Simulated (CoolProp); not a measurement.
R1234yf along the isotherm 388.5 K: density (kg/m³) from the reference equation and from simpler models built on Tc = 367.8 K, pc = 33.84 bar, ω = 0.276; each cubic takes its own stable root.

Model: reference Helmholtz-energy equation of state, Lemmon 2022, in CoolProp.

```json
[
 {"p (bar)": "1.07", "phase": "gas", "reference": "3.813", "Redlich-Kwong": "3.813", "Soave-Redlich-Kwong": "3.812"},
 {"p (bar)": "2.2", "phase": "gas", "reference": "7.919", "Redlich-Kwong": "7.918", "Soave-Redlich-Kwong": "7.914"},
 {"p (bar)": "4.51", "phase": "gas", "reference": "16.58", "Redlich-Kwong": "16.58", "Soave-Redlich-Kwong": "16.56"},
 {"p (bar)": "9.27", "phase": "gas", "reference": "35.72", "Redlich-Kwong": "35.72", "Soave-Redlich-Kwong": "35.61"},
 {"p (bar)": "19", "phase": "gas", "reference": "82.07", "Redlich-Kwong": "82.08", "Soave-Redlich-Kwong": "81.40"},
 {"p (bar)": "39.1", "phase": "supercritical", "reference": "256.1", "Redlich-Kwong": "262.8", "Soave-Redlich-Kwong": "245.7"},
 {"p (bar)": "80.3", "phase": "supercritical", "reference": "769.9", "Redlich-Kwong": "672.3", "Soave-Redlich-Kwong": "650.5"},
 {"p (bar)": "165", "phase": "supercritical", "reference": "919.6", "Redlich-Kwong": "838.2", "Soave-Redlich-Kwong": "826.8"},
 {"p (bar)": "338", "phase": "supercritical", "reference": "1040", "Redlich-Kwong": "978.4", "Soave-Redlich-Kwong": "971.9"}
]
```
